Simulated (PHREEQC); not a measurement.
Synthetic water in mg/kgw, 25 °C, pH 6.5: Na 2700; K 17.8; Ca 163; Mg 75.4; Cl 4350; S(6) as SO4 367; Alkalinity as HCO3 0.132; Br 131; Li 1.48.

Valence states are taken as typed.

All values are PHREEQC results (Pitzer model, pitzer.dat), not measurements.

| quantity | before | after |
|---|---|---|
| HCO3- (mol/kgw) | 2.55e-6 | 6.88e-6 |
| CO2 (mol/kgw) | 1.46e-6 | 3.19e-6 |
| HSO4- (mol/kgw) | 3.75e-8 | 6.47e-8 |
| MgOH+ (mol/kgw) | 5.71e-9 | 1.24e-8 |
| CO3-2 (mol/kgw) | 1.17e-9 | 5.08e-9 |
| MgCO3 (mol/kgw) | 2.76e-10 | 1.47e-9 |
| SI of Gypsum (CaSO4:2H2O) | -1.32 | -0.77 |
| SI of Halite (NaCl) | -3.67 | -2.80 |

Question: Which change was made?
A. temperature from 25 to 90 °C at the same typed pH
B. Br from 131 to 262 mg/kgw
C. S(6) from 367 to 1100 mg/kgw
D. pH from 6.5 to 5.5 at the same alkalinity
E. all concentrations times 3 at the same typed pH

Answer: E, all concentrations times 3 at the same typed pH

No solid was allowed to form.
